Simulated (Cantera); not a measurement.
# Si2Cl6 + NH3 (silicon nitride deposition)

Input: 1 mol Si2Cl6, a varied amount of NH3, at 1850 °C and 53.0 Pa.

These are equilibrium values from Cantera (NASA tables, ideal gas, pure condensed phases), not measurements of a reactor. Candidate condensed phases: NH4Cl, Si, Si3N4; 28 gas species. The feed counts by its element totals alone. The tables' values for SiCl, SiCl3, SiN are old estimates; treat these amounts as uncertain. Gases not in the tables: Si2H6 and higher silanes. Kinetics and transport are ignored.

From 1.1 mol NH3 to 40 mol NH3 nothing is condensed. The main Si-bearing gas is SiCl2 at 1.1 mol NH3 and Si at 40 mol NH3.

```csv
n(NH3) (mol),log p H2,log p HCl,log p SiCl2,log p N2,log p H,log p Cl,log p Si,log p SiCl
1.1,-4.30,-3.78,-3.83,-4.31,-4.59,-4.21,-4.67,-5.06
2.1,-3.98,-3.81,-4.06,-4.18,-4.44,-4.39,-4.52,-5.10
3.7,-3.81,-3.87,-4.32,-4.09,-4.35,-4.55,-4.47,-5.21
6.7,-3.69,-3.98,-4.69,-4.03,-4.29,-4.72,-4.50,-5.41
12,-3.61,-4.12,-5.15,-3.98,-4.25,-4.90,-4.60,-5.69
22,-3.55,-4.31,-5.74,-3.95,-4.22,-5.11,-4.76,-6.06
40,-3.52,-4.53,-6.42,-3.93,-4.20,-5.35,-4.96,-6.51
```
log p: log10 of the partial pressure in bar; nothing condenses.
